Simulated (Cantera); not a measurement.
## Thermodynamics of silicon oxide and oxynitride deposition, feed SiH4 + CO2 + O3

Feed: 1 mol SiH4, 1.3 mol CO2, 1.3 mol O3, equilibrated at 24.0 Pa.

Method: chemical equilibrium by Gibbs-energy minimisation in Cantera with the NASA 1993 tables (ideal gas, pure condensed phases). Candidate condensed phases: C, C6H6, C7H8, C8H18, H2O, Si, SiC, SiO2; 123 gas species. The tables hold silica as quartz up to 1696 K and as liquid above; real silica turns to tridymite and cristobalite and melts near 1996 K. The numbers say what is thermodynamically allowed, not how fast it happens.

```json
[
 {"T (K)": "1498", "x H2O": "0.594", "x CO2": "0.375", "x CO": "0.0188", "x H2": "0.0116", "x O2": "3.73e-5", "x OH": "0.000174", "x H": "0.000119", "x O": "1.56e-6", "n SiO2(β-quartz)": "1.00", "n SiO2(condensed)": "0"},
 {"T (K)": "1523", "x H2O": "0.594", "x CO2": "0.375", "x CO": "0.0192", "x H2": "0.0113", "x O2": "7.52e-5", "x OH": "0.000257", "x H": "0.000159", "x O": "3.09e-6", "n SiO2(β-quartz)": "1.000", "n SiO2(condensed)": "0"},
 {"T (K)": "1548", "x H2O": "0.594", "x CO2": "0.374", "x CO": "0.0195", "x H2": "0.0111", "x O2": "0.000148", "x OH": "0.000374", "x H": "0.000210", "x O": "5.98e-6", "n SiO2(β-quartz)": "1.000", "n SiO2(condensed)": "0"},
 {"T (K)": "1573", "x H2O": "0.594", "x CO2": "0.374", "x CO": "0.0200", "x H2": "0.0110", "x O2": "0.000281", "x OH": "0.000537", "x H": "0.000275", "x O": "1.13e-5", "n SiO2(β-quartz)": "1.000", "n SiO2(condensed)": "0"},
 {"T (K)": "1598", "x H2O": "0.594", "x CO2": "0.373", "x CO": "0.0206", "x H2": "0.0109", "x O2": "0.000516", "x OH": "0.000760", "x H": "0.000359", "x O": "2.08e-5", "n SiO2(β-quartz)": "1.000", "n SiO2(condensed)": "0"},
 {"T (K)": "1623", "x H2O": "0.593", "x CO2": "0.372", "x CO": "0.0214", "x H2": "0.0110", "x O2": "0.000909", "x OH": "0.00106", "x H": "0.000468", "x O": "3.70e-5", "n SiO2(β-quartz)": "1.000", "n SiO2(condensed)": "0"},
 {"T (K)": "1648", "x H2O": "0.592", "x CO2": "0.370", "x CO": "0.0225", "x H2": "0.0112", "x O2": "0.00153", "x OH": "0.00144", "x H": "0.000609", "x O": "6.38e-5", "n SiO2(β-quartz)": "1.000", "n SiO2(condensed)": "0"},
 {"T (K)": "1673", "x H2O": "0.591", "x CO2": "0.368", "x CO": "0.0241", "x H2": "0.0117", "x O2": "0.00243", "x OH": "0.00193", "x H": "0.000794", "x O": "0.000106", "n SiO2(β-quartz)": "1.000", "n SiO2(condensed)": "0"},
 {"T (K)": "1698", "x H2O": "0.589", "x CO2": "0.366", "x CO": "0.0261", "x H2": "0.0123", "x O2": "0.00368", "x OH": "0.00254", "x H": "0.00104", "x O": "0.000171", "n SiO2(β-quartz)": "0", "n SiO2(condensed)": "1.000"},
 {"T (K)": "1723", "x H2O": "0.586", "x CO2": "0.362", "x CO": "0.0287", "x H2": "0.0132", "x O2": "0.00531", "x OH": "0.00329", "x H": "0.00135", "x O": "0.000268", "n SiO2(β-quartz)": "0", "n SiO2(condensed)": "1.000"}
]
```
x: gas mole fraction; n: condensed amount in mol.

From 1498 K to 1673 K the condensed part is SiO2(β-quartz). From 1698 K to 1723 K the condensed part is SiO2(condensed). The main Si-bearing gas is SiO throughout.
